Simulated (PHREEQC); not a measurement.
Make-up at 20 °C: 8 mmol/kgw H3BO3, 0.75 mmol/kgw KOH and 0.19 mmol/kgw NaCl. Closed to the air; pH follows from the charge balance.

All values are PHREEQC results (ion-association model, phreeqc.dat), not measurements.

Each row changes one thing in this solution. This is a speciation only: nothing precipitates in the calculation.

| case | pH | ionic strength (mol/kgw) | SI of Sylvite (KCl) |
|---|---|---|---|
| as made | 8.28 | 0.000940 | -7.75 |
| NaCl replaced by BaCl2 at the same molality | 8.28 | 0.00132 | -7.45 |
| H3BO3 left out | 11.03 | 0.000940 | -7.75 |
| KOH from 0.00075 to 0.00113 mol/kgw | 8.48 | 0.00132 | -7.58 |
| KOH replaced by K2SiO3 at the same molality | 8.61 | 0.00169 | -7.46 |

Species that the database lacks are ignored. Some of these states are supersaturated (in Quartz (slow to form), Chalcedony (slow to form), for instance).
